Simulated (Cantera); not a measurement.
Cantera run:

```python
import numpy as np
import cantera as ct

gas_names = [...]  # 95 gases of nasa_gas.yaml made of C, F, H
cond_names = """
    C(gr) C6H6(L) C7H8(L) C8H18(L),n-octa
""".split()


# ... load() reads the species with a 1 bar reference pressure and builds the phases ...
atoms = {
    'CH3F': {'C': 1, 'H': 3, 'F': 1},
    'H2': {'H': 2},
}
top_T = {'C(gr)': 4500}  # K; cautious upper limits of use, not melting points


# ... equilibrate(T, P, feed) seeds the gas with the atoms and calls Mixture.equilibrate('TP', solver="vcs", rtol=1e-11, max_steps=5000) ...
results = []
feed = {'CH3F': 1, 'H2': 1.3}  # mol
P = 5300  # Pa
for T in [1950, 2000, 2050, 2100, 2150, 2200, 2250, 2300, 2350, 2400, 2450, 2500, 2550, 2600]:
    mix = equilibrate(T, P, feed)
    results.append((T, P, feed, dict(zip(mix.species_names, mix.species_moles))))
    x = sorted(zip(gas.X, gas.species_names), reverse=True)
    print(f"T = {T:g} K  P = {P:g} Pa  gas = {mix.phase_moles(0):.4g} mol")
    print("   x: " + "  ".join(f"{s} {v:.3e}" for v, s in x if v > 0.0001))
    print("   condensed (mol): " + ("  ".join(f"{mix.phase(i).name} {mix.phase_moles(i):.4g}"
          for i in range(1, mix.n_phases) if mix.phase_moles(i) > 1e-12) or "none"))
```

Output:

```
T = 1950 K  P = 5300 Pa  gas = 3.307 mol
   x: H2 6.931e-01  HF 3.024e-01  H 4.145e-03  C2H2,acetylene 3.788e-04
   condensed (mol): C(gr) 0.9974
T = 2000 K  P = 5300 Pa  gas = 3.31 mol
   x: H2 6.914e-01  HF 3.021e-01  H 5.874e-03  C2H2,acetylene 5.312e-04
   condensed (mol): C(gr) 0.9964
T = 2050 K  P = 5300 Pa  gas = 3.314 mol
   x: H2 6.893e-01  HF 3.018e-01  H 8.181e-03  C2H2,acetylene 7.318e-04
   condensed (mol): C(gr) 0.9951
T = 2100 K  P = 5300 Pa  gas = 3.319 mol
   x: H2 6.864e-01  HF 3.013e-01  H 1.121e-02  C2H2,acetylene 9.916e-04
   condensed (mol): C(gr) 0.9934
T = 2150 K  P = 5300 Pa  gas = 3.325 mol
   x: H2 6.828e-01  HF 3.007e-01  H 1.514e-02  C2H2,acetylene 1.323e-03
   condensed (mol): C(gr) 0.9911
T = 2200 K  P = 5300 Pa  gas = 3.334 mol
   x: H2 6.781e-01  HF 3.000e-01  H 2.015e-02  C2H2,acetylene 1.738e-03
   condensed (mol): C(gr) 0.9883
T = 2250 K  P = 5300 Pa  gas = 3.344 mol
   x: H2 6.723e-01  HF 2.990e-01  H 2.645e-02  C2H2,acetylene 2.250e-03
   condensed (mol): C(gr) 0.9848
T = 2300 K  P = 5300 Pa  gas = 3.358 mol
   x: H2 6.650e-01  HF 2.978e-01  H 3.428e-02  C2H2,acetylene 2.874e-03
   condensed (mol): C(gr) 0.9805
T = 2350 K  P = 5300 Pa  gas = 3.374 mol
   x: H2 6.561e-01  HF 2.963e-01  H 4.388e-02  C2H2,acetylene 3.620e-03
   condensed (mol): C(gr) 0.9753
T = 2400 K  P = 5300 Pa  gas = 3.394 mol
   x: H2 6.453e-01  HF 2.946e-01  H 5.551e-02  C2H2,acetylene 4.499e-03
   condensed (mol): C(gr) 0.969
T = 2450 K  P = 5300 Pa  gas = 3.419 mol
   x: H2 6.325e-01  HF 2.924e-01  H 6.940e-02  C2H2,acetylene 5.518e-03
   condensed (mol): C(gr) 0.9616
T = 2500 K  P = 5300 Pa  gas = 3.448 mol
   x: H2 6.174e-01  HF 2.899e-01  H 8.581e-02  C2H2,acetylene 6.679e-03
   condensed (mol): C(gr) 0.9529
T = 2550 K  P = 5300 Pa  gas = 3.483 mol
   x: H2 5.998e-01  HF 2.870e-01  H 1.049e-01  C2H2,acetylene 7.977e-03  F 1.192e-04  C2H 1.112e-04
   condensed (mol): C(gr) 0.9427
T = 2600 K  P = 5300 Pa  gas = 3.524 mol
   x: H2 5.796e-01  HF 2.836e-01  H 1.269e-01  C2H2,acetylene 9.400e-03  C2H 1.812e-04  F 1.667e-04
   condensed (mol): C(gr) 0.9309
```

These are equilibrium values from Cantera (NASA tables, ideal gas, pure condensed phases), not measurements of a reactor.
